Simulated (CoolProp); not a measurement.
Computed with CoolProp (reference Helmholtz-energy equation of state, Penoncello 2003).

Question: Give the vapour pressure (kPa), liquid density (kg/m³), vapour density (kg/m³), surface tension (mN/m) of saturated CHF3 (R23) at 225.6 K.

Answer: 
```csv
T (K),p (kPa),liquid density (kg/m³),vapour density (kg/m³),surface tension (mN/m)
225.6,529,1300,22.5,10.5
```

Surface tension comes from a separate correlation (Mulero 2012).
